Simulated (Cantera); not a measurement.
What does this Cantera script print?

```python
import numpy as np
import cantera as ct

gas_names = [...]  # 113 gases of nasa_gas.yaml made of C, H, O, Pb
cond_names = """
    C(gr) C6H6(L) C7H8(L) C8H18(L),n-octa H2O(s) H2O(L) Pb(cr) Pb(L) PbO(rd) PbO(yw) PbO(L) PbO2(s)
    Pb3O4(s)
""".split()


# ... load() reads the species with a 1 bar reference pressure and builds the phases ...
atoms = {
    'Pb': {'Pb': 1},
    'CO': {'C': 1, 'O': 1},
    'H2': {'H': 2},
    'O2': {'O': 2},
}
top_T = {'C(gr)': 4500, 'Pb3O4(s)': 820}  # K; cautious upper limits of use, not melting points


# ... equilibrate(T, P, feed) seeds the gas with the atoms and calls Mixture.equilibrate('TP', solver="vcs", rtol=1e-11, max_steps=5000) ...
results = []
feed = {'Pb': 1, 'CO': 0.13, 'H2': 2.2, 'O2': 0.11}  # mol
T = 750  # K
P = 14  # Pa
mix = equilibrate(T, P, feed)
results.append((T, P, feed, dict(zip(mix.species_names, mix.species_moles))))
print(gas.report(threshold=0.0001))
for i in range(1, mix.n_phases):
    print(f"{mix.phase(i).name:16s} {mix.phase_moles(i):12.5e} mol")
```

It prints:

```
       temperature   750 K
          pressure   14 Pa
           density   1.1204e-05 kg/m^3
  mean mol. weight   4.9907 kg/kmol
   phase of matter   gas

                          1 kg             1 kmol
                     ---------------   ---------------
          enthalpy        -3.245e+06       -1.6195e+07  J
   internal energy       -4.4945e+06       -2.2431e+07  J
           entropy             49056        2.4482e+05  J/K
    Gibbs function       -4.0037e+07       -1.9981e+08  J
 heat capacity c_p            6129.8             30592  J/K
 heat capacity c_v            4463.8             22277  J/K

                      mass frac. Y      mole frac. X     chem. pot. / RT
                     ---------------   ---------------   ---------------
                CO           0.20479          0.036488            -54.82
               CO2            0.1702          0.019301           -103.25
                H2           0.35105           0.86903           -25.855
               H2O           0.27115          0.075115           -74.285
     [ +109 minor]          0.002817        6.9526e-05

C(gr)             0.00000e+00 mol
Pb(L)             9.99842e-01 mol
PbO(rd)           0.00000e+00 mol
PbO2(s)           0.00000e+00 mol
Pb3O4(s)          0.00000e+00 mol
```

Method: chemical equilibrium by Gibbs-energy minimisation in Cantera with the NASA 1993 tables (ideal gas, pure condensed phases).
